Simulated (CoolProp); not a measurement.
Vapour-liquid equilibrium of diethyl ether (1) + methanol (2) at 361.3 K; x and y are mole fractions of (1).

Model: multi-fluid Helmholtz-energy mixture model, Thol 2014 and de Reuck 1993; pair parameters Bell 2016, in CoolProp.

### Question
Give the bubble pressure and the first vapour's composition at x = 0.5, 0.8, 0.95. Is there an azeotrope?

### Answer
x = 0.5: 4.708 bar, y = 0.651; x = 0.8: 5.048 bar, y = 0.813; x = 0.95: 5.010 bar, y = 0.941. y crosses x between x = 0.8 and 0.95: the model has an azeotrope there.

The pair parameters rest on a limited set of measurements; away from them the model extrapolates.
